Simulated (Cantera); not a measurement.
An isothermal, constant-pressure homogeneous reactor starts with CO : O₂ : H₂O : N₂ = 0.023 : 0.038 : 0.0081 : 1 (molar parts), equivalence ratio 0.30, at 1425 K and 1.70 bar. Integrator tolerance rtol = 1e-08.

Detailed kinetics in Cantera: GRI-Mech 3.0 (53 species, 325 reactions).

What does this change do: temperature 1425 to 900 K?


```
quantity                                              before                                     after
-----------------  -----------------------------------------  ----------------------------------------
x(CO) at 40.0 s      1.59e-7 (gas-phase equilibrium 1.59e-7)    0.00844 (gas-phase equilibrium <1e-12)
x(O₂) at 40.0 s        0.0251 (gas-phase equilibrium 0.0249)     0.0292 (gas-phase equilibrium 0.0251)
x(H₂O) at 40.0 s     0.00766 (gas-phase equilibrium 0.00766)   0.00761 (gas-phase equilibrium 0.00766)
x(O) at 40.0 s       1.70e-7 (gas-phase equilibrium 1.69e-7)    1.61e-8 (gas-phase equilibrium <1e-12)
x(H₂O₂) at 40.0 s  2.08e-10 (gas-phase equilibrium 2.07e-10)  1.63e-6 (gas-phase equilibrium 1.08e-12)
x(OH) at 40.0 s      5.62e-6 (gas-phase equilibrium 5.61e-6)   3.86e-9 (gas-phase equilibrium 1.87e-9)
x(NO) at 40.0 s     2.95e-6 (gas-phase equilibrium 0.000315)  9.67e-12 (gas-phase equilibrium 3.51e-6)
```
